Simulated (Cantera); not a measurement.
Input: 1 mol (CH₃)₂SiCl₂, 0.0066 mol C₃H₈, 11 mol H₂, 0.12 mol CH₄, equilibrated at 2127 °C and 1200 Pa.

Equilibrium computed with Cantera from the NASA thermochemical tables; the gas is ideal and each condensed phase is pure. Candidate condensed phases: C, C₆H₆, C₇H₈, C₈H₁₈, Si, SiC; 109 gas species. The feed counts by its element totals alone. The tables' values for SiCl are old estimates; treat these amounts as uncertain. Gases not in the tables: Si₂H₆ and higher silanes. Equilibrium is a limit: real reactors are often held back by kinetics, nucleation or transport.

Base state: H₂ 0.714, H 0.123, HCl 0.0946, Si 0.0340, Cl 0.0116, SiC₂ 0.00653, C₂H₂ (acetylene) 0.00498, SiCl₂ 0.00376 (mole fractions); condensed: C(graphite) + SiC(s).

Task: What changes in the equilibrium state with this change: temperature from 2127 °C to 2100 °C?

Result: 
```
species             before    after
----------------  --------  -------
H₂                   0.714    0.737
H                    0.123    0.110
HCl                 0.0946   0.0986
Si                  0.0340   0.0254
Cl                  0.0116   0.0105
Si₂               0.000146  9.74e-5
SiC₂               0.00653  0.00448
Si₂C               0.00372  0.00258
C(graphite), mol      1.63     1.50
SiC(s), mol         0.0427    0.292
```

Task: What changes in the equilibrium state with this change: pressure from 1200 Pa to 1330 Pa?

Result: 
| species | before | after |
|---|---|---|
| H₂ | 0.714 | 0.723 |
| H | 0.123 | 0.117 |
| HCl | 0.0946 | 0.0960 |
| Si | 0.0340 | 0.0306 |
| Cl | 0.0116 | 0.0111 |
| Si₂ | 0.000146 | 0.000131 |
| SiC₂ | 0.00653 | 0.00588 |
| C(graphite), mol | 1.63 | 1.57 |
| SiC(s), mol | 0.0427 | 0.135 |
